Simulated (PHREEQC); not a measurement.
Solution (38 °C): 4.5 mmol/kgw NH4Cl and 5.2 mmol/kgw KOH. Closed to the air; pH follows from the charge balance.

Model: ion-association model, phreeqc.dat, run in PHREEQC.

Precipitation was switched off in this run.

Q: Estimate the pH, ionic strength.

A: pH 10.47; ionic strength 0.00532 mol/kgw.

Q: In which forms is N present?

A: NH3 97 %, NH4+ 2.6 % of the N.

Away from 25 °C the constants follow the database's enthalpies or fits; those with neither stay at their 25 °C values.
